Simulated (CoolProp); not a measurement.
R1132(E) at 298.15 K and 0.325 MPa is throttled through a valve to 0.082 MPa with no heat exchange. Each further row changes one setting.

Model: reference Helmholtz-energy equation of state, Akasaka 2024, in CoolProp.

```
case                        temperature change (K)  final density (kg/m³)
--------------------------  ----------------------  ---------------------
as stated                                      [?]                    [?]
outlet pressure 0.0246 MPa                     [?]                    [?]
outlet pressure 0.107 MPa                      [?]                    [?]
```

Task: Some entries are withheld; supply them.

Result: 
- as stated, temperature change (K): -4.0
- as stated, final density (kg/m³): 2.17
- outlet pressure 0.0246 MPa, temperature change (K): -4.9
- outlet pressure 0.0246 MPa, final density (kg/m³): 0.648
- outlet pressure 0.107 MPa, temperature change (K): -3.6
- outlet pressure 0.107 MPa, final density (kg/m³): 2.83
